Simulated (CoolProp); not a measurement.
A Linde-Hampson liquefier for nitrogen: isothermal reversible compression at 230 K from 1 atm to 15 MPa, throttling to 1 atm, return gas leaving the recuperator 0 K below the feed. Each further row changes one setting.

Model: reference Helmholtz-energy equation of state, Span 2000, in CoolProp.

| case | liquid yield per pass | compression work (kJ/kg of gas) |
|---|---|---|
| as stated | 0.135 | 332 |
| high pressure 30 MPa | 0.186 | 380 |
| warm-end temperature 260 K | 0.095 | 381 |
| warm-end gap 5 K | 0.122 | 332 |
